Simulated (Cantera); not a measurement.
Feed: 1 mol c-C₄F₈, 0.41 mol H₂, 1.4 mol Si, equilibrated at 4.90e-5 bar.

Method: chemical equilibrium by Gibbs-energy minimisation in Cantera with the NASA 1993 tables (ideal gas, pure condensed phases). Candidate condensed phases: C, C₆H₆, C₇H₈, C₈H₁₈, Si, SiC; 113 gas species. The feed counts by its element totals alone. Gases not in the tables: C₂F₆ and larger saturated fluorocarbons. Kinetics and transport are ignored. All values below are at 1250 K.

Base state: SiF₄ 0.535, HF 0.314, CF₄ 0.151, CF₂ 2.65e-5, F 1.31e-5 (mole fractions); condensed: C(graphite).

Problem. What changes in the equilibrium state with this change: Si from 1.4 to 0.084 mol?

Solution. 
```json
[
 {"species": "CF₄", "before": "0.151", "after": "0.654"},
 {"species": "HF", "before": "0.314", "after": "0.314"},
 {"species": "SiF₄", "before": "0.535", "after": "0.0321"},
 {"species": "CF₂", "before": "2.65e-5", "after": "5.51e-5"},
 {"species": "F", "before": "1.31e-5", "after": "1.90e-5"},
 {"species": "C(graphite), mol", "before": "3.60", "after": "2.29"}
]
```
